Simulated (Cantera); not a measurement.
Input: 1 mol Si3N4, 0.45 mol O2, 6.6 mol H2, equilibrated at 1275 K and 0.00280 bar.

Cantera equilibrium calculation (NASA polynomials, part measured and part estimated; ideal gas, pure solids and liquids). Candidate condensed phases: H2O, Si, SiO2, Si2N2O, Si3N4; 35 gas species. Mutual solubility and eutectic melting of coexisting phases are not modelled. Rates play no part.

Base state: H2 0.957, N2 0.0435, H 1.36e-5 (mole fractions); condensed: Si2N2O(s) + Si3N4(s).

Q: What changes in the equilibrium state with this change: Si3N4 replaced by AlN?

A: 
| species | before | after |
|---|---|---|
| H2 | 0.957 | 0.957 |
| N2 | 0.0435 | 0.0435 |
| H | 1.36e-5 | 1.36e-5 |
| Si2N2O(s), mol | 0.900 | 0 |
| Si3N4(s), mol | 0.400 | 0 |
| AlN(s), mol | 0 | 0.400 |
| Al2O3(s), mol | 0 | 0.300 |
Further candidate phases: Al, AlN, Al2O3.

Q: What changes in the equilibrium state with this change: temperature from 1275 K to 1625 K?

A: 
| species | before | after |
|---|---|---|
| H2 | 0.957 | 0.846 |
| N2 | 0.0435 | 0.147 |
| SiO | 6.18e-8 | 0.00565 |
| Si | <1e-9 | 5.82e-5 |
| H | 1.36e-5 | 0.00123 |
| Si2N2O(s), mol | 0.900 | 0.856 |
| Si3N4(s), mol | 0.400 | 0 |
| Si(s), mol | 0 | 1.24 |
